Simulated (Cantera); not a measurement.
Input: 1 mol Si3N4, 23 mol HCl, 4.7 mol N2, 1.6 mol O2, equilibrated at 24.8 Torr.

Method: chemical equilibrium by Gibbs-energy minimisation in Cantera with the NASA 1993 tables (ideal gas, pure condensed phases). Candidate condensed phases: H2O, NH4Cl, Si, SiO2, Si2N2O, Si3N4; 47 gas species. The tables hold silica as quartz up to 1696 K and as liquid above; real silica turns to tridymite and cristobalite and melts near 1996 K. The numbers say what is thermodynamically allowed, not how fast it happens.

Task: Which condensed phases are stable at each of these points (T (K)): 1623, 1648, 1673, 1698, 1723, 1748, 1773, 1798, 1823, 1848, 1873, 1898, 1923?

Result: 
| T (K) | condensed phases | Si condensed (%) |
|---|---|---|
| 1623 | SiO2(β-quartz) | 51.5 |
| 1648 | SiO2(β-quartz) | 50.7 |
| 1673 | SiO2(β-quartz) | 49.5 |
| 1698 | SiO2(condensed) | 48.0 |
| 1723 | SiO2(condensed) | 46.1 |
| 1748 | SiO2(condensed) | 43.8 |
| 1773 | SiO2(condensed) | 41.0 |
| 1798 | SiO2(condensed) | 37.9 |
| 1823 | SiO2(condensed) | 34.5 |
| 1848 | SiO2(condensed) | 30.8 |
| 1873 | SiO2(condensed) | 27.1 |
| 1898 | SiO2(condensed) | 23.3 |
| 1923 | SiO2(condensed) | 19.7 |

From 1623 K to 1673 K the condensed part is SiO2(β-quartz). From 1698 K to 1923 K the condensed part is SiO2(condensed).
